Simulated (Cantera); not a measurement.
An adiabatic, constant-volume homogeneous reactor starts with CH4 : O2 : N2 = 1 : 2.94 : 11.1 (molar parts), equivalence ratio 0.68, at 1598 K and 2.37 atm. Integrator tolerance rtol = 1e-08.

Detailed kinetics in Cantera: GRI-Mech 3.0 (53 species, 325 reactions).

Task: What does this change do: 0.1 parts C2H6 added?

Result: 
```json
[
 {"quantity": "time of steepest temperature rise", "before": "0.205 ms", "after": "60.6 µs"},
 {"quantity": "temperature at 0.400 s", "before": "2841 K", "after": "2923 K"},
 {"quantity": "equilibrium temperature", "before": "2841 K", "after": "2923 K"},
 {"quantity": "x(CH4) at 0.400 s", "before": "<1e-12 (gas-phase equilibrium <1e-12)", "after": "<1e-12 (gas-phase equilibrium <1e-12)"},
 {"quantity": "x(O2) at 0.400 s", "before": "0.0556 (gas-phase equilibrium 0.0556)", "after": "0.0396 (gas-phase equilibrium 0.0396)"},
 {"quantity": "x(O) at 0.400 s", "before": "0.00722 (gas-phase equilibrium 0.00722)", "after": "0.00811 (gas-phase equilibrium 0.00811)"},
 {"quantity": "x(N2O) at 0.400 s", "before": "2.13e-6 (gas-phase equilibrium 2.13e-6)", "after": "2.01e-6 (gas-phase equilibrium 2.01e-6)"},
 {"quantity": "x(H2O2) at 0.400 s", "before": "7.46e-7 (gas-phase equilibrium 7.46e-7)", "after": "8.00e-7 (gas-phase equilibrium 8.00e-7)"},
 {"quantity": "x(CO) at 0.400 s", "before": "0.0174 (gas-phase equilibrium 0.0174)", "after": "0.0283 (gas-phase equilibrium 0.0283)"},
 {"quantity": "x(CH2) at 0.400 s", "before": "<1e-12 (gas-phase equilibrium <1e-12)", "after": "<1e-12 (gas-phase equilibrium <1e-12)"}
]
```
